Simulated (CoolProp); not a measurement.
Saturation properties of the fluoroketone C6F12O (FK-5-1-12) (Tc = 441.8 K, pc = 1.869 MPa, ω = 0.471).

Computed with CoolProp (reference Helmholtz-energy equation of state, McLinden 2015).

```json
[
 {"T (K)": "321.8", "p (MPa)": "0.09992", "liquid density (kg/m³)": "?", "enthalpy of vaporisation (kJ/kg)": "88.07", "vapour Z": "0.9361"},
 {"T (K)": "328.7", "p (MPa)": "0.1263", "liquid density (kg/m³)": "1506", "enthalpy of vaporisation (kJ/kg)": "85.98", "vapour Z": "?"},
 {"T (K)": "335.5", "p (MPa)": "0.1572", "liquid density (kg/m³)": "1482", "enthalpy of vaporisation (kJ/kg)": "83.85", "vapour Z": "0.9121"},
 {"T (K)": "342.3", "p (MPa)": "0.1938", "liquid density (kg/m³)": "1459", "enthalpy of vaporisation (kJ/kg)": "81.65", "vapour Z": "?"},
 {"T (K)": "349.2", "p (MPa)": "0.2371", "liquid density (kg/m³)": "1434", "enthalpy of vaporisation (kJ/kg)": "?", "vapour Z": "0.8826"},
 {"T (K)": "356", "p (MPa)": "0.2868", "liquid density (kg/m³)": "?", "enthalpy of vaporisation (kJ/kg)": "76.95", "vapour Z": "0.8658"},
 {"T (K)": "362.9", "p (MPa)": "0.3449", "liquid density (kg/m³)": "1381", "enthalpy of vaporisation (kJ/kg)": "74.41", "vapour Z": "0.8471"},
 {"T (K)": "369.7", "p (MPa)": "0.4106", "liquid density (kg/m³)": "1353", "enthalpy of vaporisation (kJ/kg)": "71.78", "vapour Z": "0.8269"},
 {"T (K)": "376.5", "p (MPa)": "0.4853", "liquid density (kg/m³)": "1324", "enthalpy of vaporisation (kJ/kg)": "68.98", "vapour Z": "0.8048"},
 {"T (K)": "383.4", "p (MPa)": "?", "liquid density (kg/m³)": "1293", "enthalpy of vaporisation (kJ/kg)": "65.97", "vapour Z": "0.7803"},
 {"T (K)": "390.2", "p (MPa)": "0.6666", "liquid density (kg/m³)": "1260", "enthalpy of vaporisation (kJ/kg)": "62.78", "vapour Z": "?"},
 {"T (K)": "397.1", "p (MPa)": "?", "liquid density (kg/m³)": "1225", "enthalpy of vaporisation (kJ/kg)": "59.27", "vapour Z": "0.7242"},
 {"T (K)": "403.9", "p (MPa)": "0.8956", "liquid density (kg/m³)": "1187", "enthalpy of vaporisation (kJ/kg)": "55.49", "vapour Z": "0.6919"}
]
```

### Question
Fill in the missing entries.

### Answer

- 321.8, liquid density (kg/m³): 1528
- 328.7, vapour Z: 0.9247
- 342.3, vapour Z: 0.8982
- 349.2, enthalpy of vaporisation (kJ/kg): 79.33
- 356, liquid density (kg/m³): 1408
- 383.4, p (MPa): 0.5712
- 390.2, vapour Z: 0.7538
- 397.1, p (MPa): 0.7755

It boils at 322.2 K under 1 atm.
